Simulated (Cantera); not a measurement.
# Boron, boron nitride and boron oxide: borazine + N₂ + H₂

A closed system holds: 1 mol borazine, 0.83 mol N₂, 5 mol H₂, equilibrated at 1250 °C and 1000 Pa.

Equilibrium computed with Cantera from the NASA thermochemical tables; the gas is ideal and each condensed phase is pure. Candidate condensed phases: B, BN; 15 gas species. The feed counts by its element totals alone. Rates play no part.

The x(H₂) comes out as 0.906 and the x(N₂) comes out as 0.0940. The x(H) is 0.000220. The n(BN(s)) is 3.00 mol, the gas amount comes out as 8.831 mol and the log10 activity of B(s) (absent) comes out as -2.49.
